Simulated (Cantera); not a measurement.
Cantera run, input and output.

```python
import numpy as np
import cantera as ct

gas = ct.Solution("gri30.yaml")
gas.TPX = 1298, 63000, {'CH4': 1, 'O2': 2.35, 'N2': 15}
reactor = ct.IdealGasReactor(gas, energy="on", clone=False)
net = ct.ReactorNet([reactor])
net.rtol, net.atol = 1e-08, 1e-16
show = ['CH4', 'O2', 'O', 'N2O', 'CO']
times = np.geomspace(1e-06, 0.6, 12)

steps = ct.SolutionArray(gas, extra=["t"])
rows = []
print(f"{'t/s':>10s}{'T/K':>9s}{'P/Pa':>11s}" + "".join(f"{s:>11s}" for s in show))
for t in times:
    while net.time < t:
        t_next = net.step()
        steps.append(gas.state, t=t_next)
    rows.append([np.interp(t, steps.t, y) for y in (steps.T, steps.P, *steps(*show).X.T)])
    print(f"{t:10.3e}{rows[-1][0]:9.1f}{rows[-1][1]:11.4g}" + "".join(f"{x:11.3e}" for x in rows[-1][2:]))
rate = np.gradient(steps.T, steps.t)
print("integrator steps:", len(steps.t))
if steps.T.max() > steps.T[0] + 200:
    print(f"time of steepest temperature rise: {steps.t[rate.argmax()]:.4e} s")
gas.TPX = 1298, 63000, {'CH4': 1, 'O2': 2.35, 'N2': 15}
gas.equilibrate("UV")
print(f"equilibrium (UV): T = {gas.T:.1f} K  " + "  ".join(f"{s} {gas[s].X[0]:.3e}" for s in show))
```

Result:

```
       t/s      T/K       P/Pa        CH4         O2          O        N2O         CO
 1.000e-06   1298.0    6.3e+04  5.450e-02  1.281e-01  6.443e-12  1.751e-16  2.166e-18
 3.352e-06   1298.0    6.3e+04  5.450e-02  1.281e-01  3.349e-11  7.072e-16  1.215e-16
 1.123e-05   1298.0    6.3e+04  5.450e-02  1.281e-01  6.362e-11  3.681e-15  4.734e-15
 3.766e-05   1298.0    6.3e+04  5.450e-02  1.281e-01  8.489e-11  2.636e-14  1.625e-13
 1.262e-04   1298.0    6.3e+04  5.450e-02  1.281e-01  1.602e-10  2.407e-13  6.205e-12
 4.231e-04   1298.0    6.3e+04  5.449e-02  1.281e-01  5.068e-10  2.374e-12  2.876e-10
 1.418e-03   1298.0    6.3e+04  5.449e-02  1.281e-01  2.896e-09  2.002e-11  2.243e-08
 4.753e-03   1298.4  6.302e+04  5.439e-02  1.280e-01  1.311e-08  1.014e-10  2.865e-06
 1.593e-02   1305.9  6.339e+04  5.322e-02  1.272e-01  6.515e-08  1.070e-09  2.056e-04
 5.340e-02   2514.9  1.235e+05  2.750e-17  2.013e-02  2.002e-03  4.583e-07  1.092e-02
 1.790e-01   2514.5  1.235e+05  2.756e-17  2.003e-02  1.993e-03  4.604e-07  1.092e-02
 6.000e-01   2514.5  1.235e+05  2.756e-17  2.003e-02  1.993e-03  4.604e-07  1.092e-02
integrator steps: 2249
time of steepest temperature rise: 2.5097e-02 s
equilibrium (UV): T = 2514.5 K  CH4 3.751e-17  O2 2.003e-02  O 1.993e-03  N2O 4.604e-07  CO 1.092e-02
```

Model: GRI-Mech 3.0 (53 species, 325 reactions), integrated in Cantera.
